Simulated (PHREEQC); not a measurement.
Model water analysis in mmol/kgw, 25 °C, pH 6.29, pe 11.4: Na 0.00279; K 2.16e-07; Ca 0.00367; Mg 0.000152; Cl 0.00766; S(6) 0.00113; Alkalinity (meq/kgw) 0.000462; Cd 0.000109; Li 8.23e-05.

Valence states are taken as typed.

The numbers come from PHREEQC with the ion-association model, phreeqc.dat.

```yaml
ionic_strength: 1.61e-5 mol/kgw
charge_balance_error: 1.6 %
```

```csv
species,molality,activity,log γ
Cl-,7.66e-6,7.62e-6,-0.002
Ca+2,3.67e-6,3.60e-6,-0.008
Na+,2.79e-6,2.78e-6,-0.002
SO4-2,1.13e-6,1.11e-6,-0.008
CO2,1.10e-6,1.10e-6,0.000
HCO3-,9.57e-7,9.53e-7,-0.002
H+,5.15e-7,5.13e-7,-0.002
Mg+2,1.52e-7,1.49e-7,-0.008
Cd+2,1.09e-7,1.07e-7,-0.008
Li+,8.23e-8,8.19e-8,-0.002
OH-,1.98e-8,1.97e-8,-0.002
```

Precipitation was switched off in this run. Species that the database lacks are ignored.
